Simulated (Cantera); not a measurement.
# Hydrocarbon pyrolysis for carbon deposition

A perfectly stirred reactor is fed with CH₄ : N₂ : H₂O = 1 : 160 : 3.4 (molar parts), at 750 Torr; it is held at 1800 K, and followed from long to short residence time.

Detailed kinetics in Cantera: GRI-Mech 3.0 (53 species, 325 reactions).

```
τ (s)      x CH₄    x CH₂    x HCN    x C₂H₂    x C₂H₄      x H
------  --------  -------  -------  --------  --------  -------
8.7     0.000100  1.46e-8  1.51e-5   4.28e-5   7.97e-8  4.75e-5
3.3     0.000193  2.96e-8  2.77e-5  0.000153   3.02e-7  4.68e-5
1.3     0.000325  5.45e-8  3.51e-5  0.000404   9.00e-7  4.53e-5
0.49    0.000511  9.68e-8  3.18e-5  0.000841   2.42e-6  4.24e-5
0.19    0.000750  1.60e-7  2.31e-5   0.00132   5.88e-6  3.81e-5
0.071    0.00111  2.54e-7  1.43e-5   0.00168   1.47e-5  3.25e-5
0.027    0.00166  3.74e-7  7.73e-6   0.00173   3.58e-5  2.65e-5
0.010    0.00251  5.15e-7  3.40e-6   0.00145   8.30e-5  2.02e-5
0.0040   0.00353  6.26e-7  1.26e-6  0.000940  0.000151  1.42e-5
```
x: mole fraction; the columns are a selection and need not sum to one.
